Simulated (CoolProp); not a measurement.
Vapour-liquid equilibrium of C2F6 (R116) (1) + R143a (2) at 268.5 K; x and y are mole fractions of (1).

The numbers come from the multi-fluid Helmholtz-energy mixture model, Lemmon 2006 and Lemmon and Jacobsen 2000; pair parameters Bell 2016 in CoolProp.

Q: Give the bubble pressure and the first vapour's composition at x = 0.125, 0.275, 0.35. Is there an azeotrope?

A: x = 0.125: 829.6 kPa, y = 0.382; x = 0.275: 1087 kPa, y = 0.563; x = 0.35: 1186 kPa, y = 0.617. No azeotrope shows between x = 0.05 and 0.95.

Pair parameters are fitted to limited data, so mixtures are less certain than the pure fluids.
